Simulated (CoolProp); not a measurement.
A simple Rankine cycle with water: condensing at 312.15 K, boiler at 0.22 MPa, turbine inlet 546.4 K, turbine efficiency 0.8, pump efficiency 0.7, no recuperator. Each further row changes one setting.

The numbers come from the reference Helmholtz-energy equation of state, Wagner 2002 in CoolProp.

| case | thermal efficiency (%) | net work (kJ/kg) | heat in (kJ/kg) | turbine exit temperature (K) | volume ratio over the turbine |
|---|---|---|---|---|---|
| as stated | [?] | [?] | 2850 | 312.1 | [?] |
| turbine inlet 566.4 K | 17.3 | 501 | 2890 | 312.1 | 17.3 |
| condensing temperature 304.15 K | [?] | 533 | 2890 | 304.1 | 26.5 |
| boiler pressure 0.154 MPa | 15.6 | [?] | 2860 | [?] | 12.6 |
| turbine efficiency 0.7 | [?] | 426 | 2850 | [?] | 18.6 |

Question: What belongs in the gaps?

Answer: 
- as stated, thermal efficiency (%): 17.0
- as stated, net work (kJ/kg): 487
- as stated, volume ratio over the turbine: 17.7
- condensing temperature 304.15 K, thermal efficiency (%): 18.5
- boiler pressure 0.154 MPa, net work (kJ/kg): 446
- boiler pressure 0.154 MPa, turbine exit temperature (K): 312.7
- turbine efficiency 0.7, thermal efficiency (%): 14.9
- turbine efficiency 0.7, turbine exit temperature (K): 322.4

The expansion ends wet for: as stated; turbine inlet 566.4 K; condensing temperature 304.15 K.
